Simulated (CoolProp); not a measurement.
Saturation properties of normal hydrogen.

Values from CoolProp's reference Helmholtz-energy equation of state, Leachman 2009.

```
T (°C)   p (MPa)  liquid cp (kJ/(kg K))  liquid viscosity (µPa s)
-------  -------  ---------------------  ------------------------
-252.05   0.1249                  10.20                      12.7
-250.85   0.1719                  10.98                      11.6
-249.55   0.2355                  11.97                      10.5
-248.25   0.3143                  13.19                      9.53
-247.05   0.4019                  14.62                      8.72
-245.75   0.5147                  16.71                      7.91
-244.45   0.6481                  19.84                      7.14
-243.25   0.7914                  24.72                      6.44
-241.95   0.9711                  36.49                      5.62
-240.65    1.180                  98.57                      4.58
```

It boils at -252.8 °C under 1 atm.

Viscosity comes from a separate model (Muzny 2013).
